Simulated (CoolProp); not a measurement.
A single-stage vapour-compression cycle with the fluid: evaporating at 293.15 K (dew point), condensing at 320.15 K (bubble point), superheat 10 K, subcooling 5 K, compressor efficiency 0.85, no pressure losses. The same conditions are run with several fluids, on thermodynamics alone (safety and materials aside).

The numbers come from the reference Helmholtz-energy equation of state of each fluid (tetrahydrofuran: Fiedler 2023; benzene: Thol 2012; propane: Lemmon 2009; CH2F2 (R32): Tillner-Roth 1997; chlorine: Thol 2021; R1224YDZ: Akasaka 2023) in CoolProp.

| fluid | cooling COP | pressure ratio | discharge temperature (K) | refrigerating effect (kJ/kg) | volumetric capacity (kJ/m³) |
|---|---|---|---|---|---|
| tetrahydrofuran | 8.79 | 3.04 | 345.0 | 421 | 210 |
| benzene | 8.79 | ? | 344.4 | 409 | 128 |
| propane | 8.04 | ? | 334.5 | ? | 5170 |
| CH2F2 (R32) | ? | 1.99 | 353.1 | 252 | 9500 |
| chlorine | 8.21 | 2.00 | 367.7 | 235 | 4900 |
| R1224YDZ | 8.60 | ? | 328.9 | ? | 1140 |

What belongs in the gaps?


- benzene, pressure ratio: 3.22
- propane, pressure ratio: 1.92
- propane, refrigerating effect (kJ/kg): 303
- CH2F2 (R32), cooling COP: 7.58
- R1224YDZ, pressure ratio: 2.46
- R1224YDZ, refrigerating effect (kJ/kg): 149
